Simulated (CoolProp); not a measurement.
A simple Rankine cycle with cyclopropane: condensing at 313.15 K, boiler at 4.72 MPa, turbine inlet 428.2 K, turbine efficiency 0.7, pump efficiency 0.8, no recuperator. Each further row changes one setting.

Model: reference Helmholtz-energy equation of state, Polt 1992, in CoolProp. This equation is an older, rougher fit; its heat capacities, sound speeds and derivatives of the liquid may be far off and weren't checked against measurements.

| case | thermal efficiency (%) | net work (kJ/kg) | heat in (kJ/kg) | turbine exit temperature (K) | volume ratio over the turbine |
|---|---|---|---|---|---|
| as stated | 10.9 | 57.3 | 524 | 362.3 | 4.68 |
| turbine inlet 448.2 K | 11.1 | 64.0 | 577 | 386.9 | 4.58 |
| condensing temperature 305.15 K | 12.1 | 65.6 | 543 | 355.1 | 5.68 |
| boiler pressure 3.3 MPa | 8.9 | 49.7 | 555 | 383.1 | 3.12 |
| turbine efficiency 0.6 | 9.2 | 48.0 | 524 | 367.4 | 4.77 |
